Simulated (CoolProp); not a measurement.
Vapour-liquid equilibrium of isobutene (1) + n-butane (2) at 244.8 K; x and y are mole fractions of (1).

The numbers come from the multi-fluid Helmholtz-energy mixture model, Lemmon 2005 and Bücker 2006; pair parameters Bell 2016 in CoolProp.

Q: Give the bubble pressure and the first vapour's composition at x = 0.65, 0.725, 0.95. Is there an azeotrope?

A: x = 0.65: 0.3742 bar, y = 0.704; x = 0.725: 0.3808 bar, y = 0.770; x = 0.95: 0.3997 bar, y = 0.960. No azeotrope shows between x = 0.05 and 0.95.

Pair parameters are fitted to limited data, so mixtures are less certain than the pure fluids.
